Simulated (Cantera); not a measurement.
Feed: 1 mol SiCl₄, 320 mol H₂, equilibrated at 293 Torr.

Method: chemical equilibrium by Gibbs-energy minimisation in Cantera with the NASA 1993 tables (ideal gas, pure condensed phases). Candidate condensed phases: Si; 19 gas species. The tables' values for SiCl are old estimates; treat these amounts as uncertain. Gases not in the tables: Si₂H₆ and higher silanes. Kinetics and transport are ignored. All values below are at 2073 K.

Base state: H₂ 0.983, HCl 0.0117, H 0.00418, SiCl₂ 0.000307, Si 0.000256, SiH₂ 0.000156, SiH 9.10e-5, SiCl 3.99e-5 (mole fractions); condensed: Si(l).

What changes in the equilibrium state with this change: pressure from 293 Torr to 150 Torr?


| species | before | after |
|---|---|---|
| H₂ | 0.983 | 0.981 |
| HCl | 0.0117 | 0.0117 |
| H | 0.00418 | 0.00583 |
| Si | 0.000256 | 0.000498 |
| SiH | 9.10e-5 | 0.000127 |
| Cl | 3.67e-5 | 5.11e-5 |
| SiCl | 3.99e-5 | 5.55e-5 |
| SiCl₂ | 0.000307 | 0.000305 |
| Si(l), mol | 0.723 | 0.626 |
